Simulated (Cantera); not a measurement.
Charge: 1 mol FeCl3, 1.7 mol HCl, 0.13 mol N2, 34 mol H2, equilibrated at 2000 K and 13.3 mbar.

These are equilibrium values from Cantera (NASA tables, ideal gas, pure condensed phases), not measurements of a reactor. Kinetics and transport are ignored.

```tsv
species	before	after
H2	0.854	0.874
HCl	0.103	0.0970
FeCl2	0.00949	0.0136
Fe	0.0166	0.00529
H	0.0130	0.00579
Cl	0.00117	0.000478
FeCl	7.68e-5	5.20e-5
N2	0.00340	0.00345
Fe(l), mol	0	0.285
```
Gas species are given as mole fractions.

Which change was made?
(A) H2 from 34 to 2.2 mol
(B) pressure from 13.3 mbar to 7.30 Pa
(C) pressure from 13.3 mbar to 69.0 mbar
(D) temperature from 2000 K to 1723.15 K

C, pressure from 13.3 mbar to 69.0 mbar
